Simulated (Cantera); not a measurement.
An isothermal, constant-pressure homogeneous reactor starts with CO : O2 : H2O : N2 = 0.018 : 0.0024 : 0.0024 : 1 (molar parts), equivalence ratio 3.8, at 1223 K and 2.80 bar. Integrator tolerance rtol = 1e-08.

Model: GRI-Mech 3.0 (53 species, 325 reactions), integrated in Cantera.

What does this change do: temperature 1223 to 1475 K?


```
quantity                                             before                                    after
-----------------  ----------------------------------------  ---------------------------------------
x(CO) at 2.00 s       0.0117 (gas-phase equilibrium 0.0116)    0.0119 (gas-phase equilibrium 0.0119)
x(O2) at 2.00 s       <1e-12 (gas-phase equilibrium <1e-12)  3.29e-12 (gas-phase equilibrium <1e-12)
x(H2O) at 2.00 s    0.00111 (gas-phase equilibrium 0.00102)  0.00129 (gas-phase equilibrium 0.00129)
x(NO) at 2.00 s    1.42e-7 (gas-phase equilibrium 5.28e-12)  1.43e-6 (gas-phase equilibrium 2.58e-9)
x(CO2) at 2.00 s    0.00594 (gas-phase equilibrium 0.00604)  0.00577 (gas-phase equilibrium 0.00577)
x(H2O2) at 2.00 s     <1e-12 (gas-phase equilibrium <1e-12)    <1e-12 (gas-phase equilibrium <1e-12)
x(H) at 2.00 s      1.79e-7 (gas-phase equilibrium 6.61e-9)  4.39e-7 (gas-phase equilibrium 2.55e-7)
```

What does this change do: 0.083 parts CH4 added?


| quantity | before | after |
|---|---|---|
| x(CO) at 2.00 s | 0.0117 (gas-phase equilibrium 0.0116) | 0.0163 (gas-phase equilibrium 0.0221) |
| x(O2) at 2.00 s | <1e-12 (gas-phase equilibrium <1e-12) | 0.00196 (gas-phase equilibrium <1e-12) |
| x(H2O) at 2.00 s | 0.00111 (gas-phase equilibrium 0.00102) | 0.00239 (gas-phase equilibrium 1.14e-7) |
| x(NO) at 2.00 s | 1.42e-7 (gas-phase equilibrium 5.28e-12) | <1e-12 (gas-phase equilibrium <1e-12) |
| x(CO2) at 2.00 s | 0.00594 (gas-phase equilibrium 0.00604) | 7.48e-5 (gas-phase equilibrium 3.62e-8) |
| x(H2O2) at 2.00 s | <1e-12 (gas-phase equilibrium <1e-12) | 7.02e-10 (gas-phase equilibrium <1e-12) |
| x(H) at 2.00 s | 1.79e-7 (gas-phase equilibrium 6.61e-9) | 5.31e-10 (gas-phase equilibrium 3.95e-8) |
GRI-Mech 3.0 stops at C3 and has no aromatics, soot or wall deposition, so with more carbon than oxygen in the feed, carbon stays in small species such as C2H2 where larger ones or solid carbon would form.

What does this change do: pressure from 2.80 bar to 0.440 bar?


```csv
quantity,before,after
x(CO) at 2.00 s,0.0117 (gas-phase equilibrium 0.0116),0.0116 (gas-phase equilibrium 0.0116)
x(O2) at 2.00 s,<1e-12 (gas-phase equilibrium <1e-12),1.54e-10 (gas-phase equilibrium <1e-12)
x(H2O) at 2.00 s,0.00111 (gas-phase equilibrium 0.00102),0.00101 (gas-phase equilibrium 0.00102)
x(NO) at 2.00 s,1.42e-7 (gas-phase equilibrium 5.28e-12),9.54e-7 (gas-phase equilibrium 1.33e-11)
x(CO2) at 2.00 s,0.00594 (gas-phase equilibrium 0.00604),0.00604 (gas-phase equilibrium 0.00604)
x(H2O2) at 2.00 s,<1e-12 (gas-phase equilibrium <1e-12),<1e-12 (gas-phase equilibrium <1e-12)
x(H) at 2.00 s,1.79e-7 (gas-phase equilibrium 6.61e-9),8.43e-6 (gas-phase equilibrium 1.67e-8)
```
